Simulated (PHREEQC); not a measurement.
Leach liquor

Dissolve 0.009 mol/kgw H2SO4, 6.6e-05 mol/kgw ZnSO4 and 5.8e-05 mol/kgw MgSO4 at 35 °C. Closed to the air; pH follows from the charge balance.

All values are PHREEQC results (ion-association model, phreeqc.dat), not measurements.

Precipitation was switched off in this run.

Problem. Predict the pH, specific conductance, ionic strength.

Solution. pH 1.92; specific conductance 6330 µS/cm; ionic strength 0.0183 mol/kgw.

Problem. In which forms is Mg present?

Solution. Mg+2 67 %, MgSO4 33 % of the Mg.

Species that the database lacks are ignored.
